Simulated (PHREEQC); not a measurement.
0.26 g of hydrous ferric oxide (600 m²/g; 0.2 weak and 0.005 strong sites per Fe, Dzombak-Morel constants, diffuse double layer) in 1 kg of water with 0.01 mol/kgw of an inert sodium salt and 0.038 mmol/kgw ZnSO4, at 25 °C; the pH is set by adding NaOH or the inert anion's acid. Oxygen is held at 0.21 atm. The system is closed to CO2. Precipitation was switched off in this run.

Base run: PHREEQC, ion-association model, wateq4f.dat. Each further column changes one thing. The table gives Zn sorbed (%).

| pH | base | no electrostatic term (-no_edl) | background salt from 0.01 to 0.001 mol/kgw | oxide from 0.26 to 1.3 g/kgw | 0.00013 mol/kgw NaF added |
|---|---|---|---|---|---|
| 4 | 0.0 | 0.1 | 0.0 | 0.2 | 0.0 |
| 5 | 2.0 | 4.3 | 1.8 | 8.0 | 2.4 |
| 5.5 | 11.0 | 20.7 | 10.6 | ? | 12.7 |
| 6.5 | 52.5 | 76.8 | ? | 96.0 | ? |
| 7 | 82.1 | 95.5 | 83.8 | 99.5 | 82.9 |
| 8 | 99.6 | 99.8 | 99.7 | 100.0 | 99.6 |
| 9 | 100.0 | 99.6 | 100.0 | 100.0 | 100.0 |
| 9.5 | 100.0 | 97.9 | 100.0 | 100.0 | 100.0 |
| 10.5 | 99.9 | 51.9 | 100.0 | 100.0 | 99.9 |
| 11 | 99.9 | ? | 99.9 | 100.0 | 99.9 |
| 12 | 96.3 | 0.2 | 97.7 | 99.9 | 96.2 |

Question: Some entries are withheld; supply them.

Answer: 
- 5.5, oxide from 0.26 to 1.3 g/kgw: 36.1
- 6.5, background salt from 0.01 to 0.001 mol/kgw: 54.0
- 6.5, 0.00013 mol/kgw NaF added: 53.7
- 11, no electrostatic term (-no_edl): 24.5

 In at least one series the solution becomes supersaturated in solids that the run did not let form, among them Zn(OH)2-e.
